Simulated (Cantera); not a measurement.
Feed: 1 mol Si2H6, 0.043 mol Cl2, 38 mol H2, equilibrated at 27.8 Torr.

These are equilibrium values from Cantera (NASA tables, ideal gas, pure condensed phases), not measurements of a reactor. Candidate condensed phases: Si; 19 gas species. The feed counts by its element totals alone. Kinetics and transport are ignored. All values below are at 1398 K.

Base state: H2 0.998, HCl 0.00207, H 2.46e-5, SiCl2 1.26e-5 (mole fractions); condensed: Si(s).

Task: What changes in the equilibrium state with this change: Si2H6 replaced by SiCl4?

Result: 
```csv
species,before,after
H2,0.998,0.916
HCl,0.00207,0.0676
SiCl2,1.26e-5,0.0147
SiCl4,<1e-9,0.000296
SiCl3,2.54e-8,0.00101
"Si(s), mol",2.00,0.347
```
The tables' values for SiCl3 are old estimates; treat these amounts as uncertain.

Task: What changes in the equilibrium state with this change: Cl2 from 0.043 to 0.2 mol?

Result: 
```json
[
 {"species": "H2", "before": "0.998", "after": "0.991"},
 {"species": "HCl", "before": "0.00207", "after": "0.00919"},
 {"species": "SiCl2", "before": "1.26e-5", "after": "0.000251"},
 {"species": "H", "before": "2.46e-5", "after": "2.45e-5"},
 {"species": "Si(s), mol", "before": "2.00", "after": "1.99"}
]
```
